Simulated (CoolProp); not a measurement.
A single-stage vapour-compression cycle with benzene: evaporating at 318.15 K (dew point), condensing at 358.15 K (bubble point), superheat 5 K, subcooling 5 K, compressor efficiency 0.8, no pressure losses. Each further row changes one setting.

The numbers come from the reference Helmholtz-energy equation of state, Thol 2012 in CoolProp.

```csv
case,cooling COP,pressure ratio,discharge temperature (K),refrigerating effect (kJ/kg),volumetric capacity (kJ/m³)
as stated,5.86,3.94,374.5,360,317
evaporating temperature 323.15 K,6.90,3.25,372.4,366,385
condensing temperature 353.15 K,6.80,3.39,368.9,370,325
subcooling 10 K,6.02,3.94,374.5,370,325
superheat 15 K,5.87,3.94,384.3,372,317
compressor efficiency 0.7,5.13,3.94,380.8,360,317
```
